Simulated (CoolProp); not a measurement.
Ammonia along the isotherm -3.25 °C: density (kg/m³) from the reference equation and from simpler models built on Tc = 132.4 °C, pc = 11360 kPa, ω = 0.256; each cubic takes its own stable root.

Values from CoolProp's reference Helmholtz-energy equation of state, Gao 2020.

```
p (kPa)   phase  reference  van der Waals  Soave-Redlich-Kwong
-------  ------  ---------  -------------  -------------------
2130     liquid      644.2              …                    …
4260     liquid          …          339.8                512.5
6390     liquid      647.0          342.0                    …
8520     liquid      648.4          344.0                515.0
10700    liquid      649.8          345.9                    …
12800    liquid      651.1          347.7                517.3
14900    liquid      652.4          349.4                    …
17000    liquid      653.6          350.9                    …
```

Fill in the missing entries.


- 2130, van der Waals: 337.5
- 2130, Soave-Redlich-Kwong: 511.2
- 4260, reference: 645.6
- 6390, Soave-Redlich-Kwong: 513.7
- 10700, Soave-Redlich-Kwong: 516.2
- 14900, Soave-Redlich-Kwong: 518.5
- 17000, Soave-Redlich-Kwong: 519.6
